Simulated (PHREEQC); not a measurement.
A solution holds 0.0062 mol K3PO4 and 0.061 mol Fe2(SO4)3 per kg of water, at 20 °C. Closed to the air; pH follows from the charge balance.

Equilibrium calculation in PHREEQC: ion-association model, wateq4f.dat.

| quantity | before | after |
|---|---|---|
| pH | 2.73 | 3.01 |
| ionic strength (mol/kgw) | 0.265 | 0.0329 |
| FeSO4+ (mol/kgw) | 0.0719 | 0.00779 |
| SO4-2 (mol/kgw) | 0.0583 | 0.00850 |
| Fe(SO4)2- (mol/kgw) | 0.0234 | 0.000741 |
| HSO4- (mol/kgw) | 0.00351 | 0.000443 |
| SI of Goethite (FeOOH) | +5.55 | +6.04 |
| SI of Hematite (Fe2O3) | +13.09 | +14.06 |

Task: What was changed between the two runs?
A) K3PO4 from 0.0062 to 0.00682 mol/kgw
B) K3PO4 left out
C) diluted 10-fold with water
D) temperature from 20 to 60 °C

Result: C, diluted 10-fold with water

This is a speciation only: nothing precipitates in the calculation. Some of these states are supersaturated (in Jarosite-K, Strengite, for instance). H3PO4, which wateq4f.dat lacks, is added to it with the constant of phreeqc.dat.
